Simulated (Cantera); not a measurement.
**NO annealing gas**

An isothermal, constant-pressure homogeneous reactor starts with NO : N2 = 1 : 7.3 (molar parts), at 1525 K and 1.00 bar.

Model: GRI-Mech 3.0 (53 species, 325 reactions), integrated in Cantera.

```tsv
t (s)	x NO	x NO2	x N2O	x O	x N2	x O2
7.00e-6	0.120	1.09e-10	1.28e-9	1.17e-9	0.880	<1e-12
3.07e-5	0.120	1.74e-9	5.62e-9	3.89e-9	0.880	<1e-12
0.000134	0.120	1.77e-8	2.46e-8	6.96e-9	0.880	6.47e-12
0.000589	0.120	1.01e-7	1.07e-7	7.65e-9	0.880	4.37e-11
0.00258	0.120	4.84e-7	4.51e-7	9.81e-9	0.880	3.76e-10
0.0113	0.120	2.41e-6	1.70e-6	1.99e-8	0.880	8.18e-9
0.0495	0.120	1.29e-5	4.20e-6	6.83e-8	0.880	5.04e-7
0.217	0.120	3.37e-5	5.01e-6	1.55e-7	0.880	2.05e-5
0.951	0.120	3.78e-5	4.99e-6	1.73e-7	0.880	0.000153
4.17	0.119	4.83e-5	4.89e-6	2.21e-7	0.880	0.000733
18.3	0.114	7.58e-5	4.49e-6	3.58e-7	0.883	0.00317
80.0	0.0964	0.000116	3.21e-6	6.41e-7	0.892	0.0119
```
x: mole fraction; the columns are a selection and need not sum to one.

Equilibrium at this temperature and pressure: NO 0.000808, NO2 2.14e-6, N2O 5.37e-8, O 1.39e-6, N2 0.939, O2 0.0598 (gas phase only).
